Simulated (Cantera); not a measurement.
Charge: 1 mol SiF4, 7.6 mol NH3, 10 mol H2.

Cantera equilibrium calculation (NASA polynomials, part measured and part estimated; ideal gas, pure solids and liquids). Candidate condensed phases: Si, Si3N4; 37 gas species. The tables' values for SiF2, SiF3 are old estimates. Kinetics and transport are ignored.

Stable condensed phases, one row left out:

```
T in K \ P in Pa
              5     26    140    710   3700  19000 100000
   1823       A      A      A      A      A      A      A
   1773       A      A      A      A      A      A      A
   1723       A      A      A      A      A      A      A
   1673       A      A      A      A      A      A      A
   1623       A      A      A      A      A      A      A
   1573       A      A      A      A      A      A      A
   1523       A      A      A      A      A      A      B
   1423       A      A      A      A      B      B      B
   1373       A      A      A      A      B      B      B
   1323       A      A      A      B      B      B      B
   1273       A      A      B      B      B      B      B
```

A: gas only; B: Si3N4.

Give the row for 1473 K.

5: gas only; 26: gas only; 140: gas only; 710: gas only; 3700: gas only; 19000: Si3N4; 100000: Si3N4.
